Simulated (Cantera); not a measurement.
What does this Cantera script print?

```python
import numpy as np
import cantera as ct

gas_names = """
    Mg MgO MgS Mg2 O O2 O3 S SO SO2 SO3 S2 S2O S8
""".split()
cond_names = """
    Mg(cr) Mg(L) MgO(s) MgO(L) MgS(s) MgSO4(s) MgSO4(L) S(cr1) S(cr2) S(L)
""".split()


# ... load() reads the species with a 1 bar reference pressure and builds the phases ...
atoms = {
    'MgO': {'Mg': 1, 'O': 1},
    'SO2': {'S': 1, 'O': 2},
    'O2': {'O': 2},
}
top_T = {'MgS(s)': 2250}  # K; cautious upper limits of use, not melting points


# ... equilibrate(T, P, feed) seeds the gas with the atoms and calls Mixture.equilibrate('TP', solver="vcs", rtol=1e-11, max_steps=5000) ...
results = []
feed = {'MgO': 1, 'SO2': 0.71, 'O2': 0.34}  # mol
T = 948.15  # K
P = 160000  # Pa
mix = equilibrate(T, P, feed)
results.append((T, P, feed, dict(zip(mix.species_names, mix.species_moles))))
x = sorted(zip(gas.X, gas.species_names), reverse=True)
print(f"T = {T:g} K  P = {P:g} Pa  gas = {mix.phase_moles(0):.4g} mol")
print("   x: " + "  ".join(f"{s} {v:.3e}" for v, s in x if v > 1e-05))
print("   condensed (mol): " + ("  ".join(f"{mix.phase(i).name} {mix.phase_moles(i):.4g}"
      for i in range(1, mix.n_phases) if mix.phase_moles(i) > 1e-12) or "none"))
```

It prints:

```
T = 948.15 K  P = 160000 Pa  gas = 0.02999 mol
   x: SO2 1.000e+00  S2O 2.011e-05  S2 2.001e-05
   condensed (mol): MgO(s) 0.32  MgSO4(s) 0.68
```

Equilibrium computed with Cantera from the NASA thermochemical tables; the gas is ideal and each condensed phase is pure.
